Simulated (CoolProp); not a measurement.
Vapour-liquid equilibrium of propane (1) + R245fa (2) at 314.8 K; x and y are mole fractions of (1).

Values from CoolProp's multi-fluid Helmholtz-energy mixture model, Lemmon 2009 and Akasaka 2015; pair parameters Bell 2016.

```tsv
x	bubble pressure, mixture model (bar)	bubble pressure, Raoult's law (bar)	y, mixture model	y, Raoult's law
0.05	4.518	3.224	0.413	0.221
0.2	8.503	4.961	0.698	0.573
0.35	10.59	6.698	0.769	0.743
0.5	11.73	8.434	0.804	0.843
0.65	12.56	10.17	0.835	0.909
0.8	13.38	11.91	0.880	0.956
0.95	14.08	13.64	0.960	0.990
```

The largest gap from Raoult's law is +71.4 % in bubble pressure, at x = 0.2. No azeotrope shows between x = 0.05 and 0.95.

The pair parameters rest on a limited set of measurements; away from them the model extrapolates. With so large a gap from Raoult's law the liquid may split in two, which this calculation doesn't test in full.
